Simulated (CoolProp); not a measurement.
Computed with CoolProp (reference Helmholtz-energy equation of state, Smukala 2000).

Give the vapour pressure (MPa), vapour density (kg/m³), enthalpy of vaporisation (kJ/kg), surface tension (mN/m) of saturated ethylene at 218.1 K.


| T (K) | p (MPa) | vapour density (kg/m³) | enthalpy of vaporisation (kJ/kg) | surface tension (mN/m) |
|---|---|---|---|---|
| 218.1 | 0.897 | 16.4 | 395 | 8.44 |

Surface tension comes from a separate correlation (Mulero 2012).
